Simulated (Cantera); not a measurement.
Input: 1 mol CS2, 0.63 mol H2O, 0.04 mol O2, at 1875 K and 13.3 mbar.

Equilibrium computed with Cantera from the NASA thermochemical tables; the gas is ideal and each condensed phase is pure. Equilibrium is a limit: real reactors are often held back by kinetics, nucleation or transport.

```
species    before    after
-------  --------  -------
CO          0.301    0.278
S2          0.293    0.275
H2          0.246    0.224
CS2         0.105   0.0387
S         0.00623   0.0664
CS         0.0179   0.0748
H2S        0.0131  0.00105
H         0.00281   0.0296
SH         0.0143   0.0132
COS      0.000567  4.60e-5
```
Gas species are given as mole fractions.

### Question
What was changed between the two runs?
A. temperature from 1875 K to 2023.15 K
B. temperature from 1875 K to 1975 K
C. pressure from 13.3 mbar to 11.0 Pa
D. O2 from 0.04 to 2.8 mol

### Answer
C, pressure from 13.3 mbar to 11.0 Pa
